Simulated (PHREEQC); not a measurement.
Nickel, zinc or cadmium bath (model solution)

Consider water at 70 °C with 0.0074 mol CdSO4 and 0.0025 mol FeSO4 per kg of water. Closed to the air; pH follows from the charge balance.

Computed with PHREEQC (ion-association model, phreeqc.dat).

This is a speciation only: nothing precipitates in the calculation.

Problem. What pH does the model give?

Solution. pH 5.67.

Problem. In which forms is S present?

Solution. SO4-2 60 %, CdSO4 27 %, FeSO4 9.6 %, Cd(SO4)2-2 2.9 % of the S.

Away from 25 °C the constants follow the database's enthalpies or fits; those with neither stay at their 25 °C values.
